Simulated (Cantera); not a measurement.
Thermodynamics of hydrogen reduction and annealing atmospheres, feed V2O5 + H2 + H2O

A closed system holds: 1 mol V2O5, a varied amount of H2, 0.047 mol H2O, at 1548.15 K and 2.63 Torr.

Equilibrium computed with Cantera from the NASA thermochemical tables; the gas is ideal and each condensed phase is pure. Candidate condensed phases: H2O, V, VO, V2O3, V2O4, V2O5; 12 gas species. Mutual solubility and eutectic melting of coexisting phases are not modelled. Condensed phases not in the tables: the oxides between V2O3 and V2O5 other than VO2. Rates play no part.

At 0.65 mol H2 the condensed part is V2O4(s). At 1.2 mol H2 the condensed part is V2O3(s) + V2O4(s). From 2.2 mol H2 to 170 mol H2 the condensed part is V2O3(s). The main V-bearing gas is VO2 throughout.

| n(H2) (mol) | log p H2O | log p H2 | log p O2 | log p OH | log p H | n V2O4(s) | n V2O3(s) |
|---|---|---|---|---|---|---|---|
| 0.65 | -2.55 | -6.43 | -3.15 | -5.33 | -7.73 | 1.000 | 0 |
| 1.2 | -2.46 | -4.74 | -6.35 | -6.08 | -6.88 | 0.806 | 0.194 |
| 2.2 | -2.50 | -3.51 | -8.88 | -6.73 | -6.26 | 0 | 1.000 |
| 4.1 | -2.76 | -2.75 | -10.93 | -7.37 | -5.89 | 0 | 1.000 |
| 7.7 | -3.03 | -2.59 | -11.79 | -7.73 | -5.81 | 0 | 1.000 |
| 14 | -3.29 | -2.52 | -12.44 | -8.02 | -5.77 | 0 | 1.000 |
| 27 | -3.58 | -2.49 | -13.08 | -8.32 | -5.76 | 0 | 1.000 |
| 49 | -3.84 | -2.47 | -13.63 | -8.59 | -5.75 | 0 | 1.000 |
| 92 | -4.11 | -2.47 | -14.19 | -8.86 | -5.74 | 0 | 1.000 |
| 170 | -4.38 | -2.46 | <-14 | -9.13 | -5.74 | 0 | 1.000 |
log p: log10 of the partial pressure in bar; n: condensed amount in mol.
